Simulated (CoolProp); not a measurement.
Vapour-liquid equilibrium of R125 (1) + propylene (2) at -10.45 °C; x and y are mole fractions of (1).

Values from CoolProp's multi-fluid Helmholtz-energy mixture model, Lemmon 2005 and Lemmon 2013; pair parameters Bell 2016.

```tsv
x	bubble pressure (MPa)	y at the bubble point	dew pressure at overall composition x (MPa)	liquid density (mol/L)
0.05	0.4602	0.118	0.4376	13.17
0.2	0.5321	0.322	0.4888	12.71
0.35	0.5656	0.436	0.5414	12.32
0.5	0.5784	0.522	0.5765	11.99
0.65	0.5759	0.610	0.5702	…
0.8	0.5545	0.724	0.5341	…
0.95	0.5026	0.907	0.4898	…
```

Problem. What belongs in the gaps?

Solution. 
- 0.65, liquid density (mol/L): 11.74
- 0.8, liquid density (mol/L): 11.55
- 0.95, liquid density (mol/L): 11.42

y crosses x between x = 0.5 and 0.65: the model has an azeotrope there.

Pair parameters are fitted to limited data, so mixtures are less certain than the pure fluids.
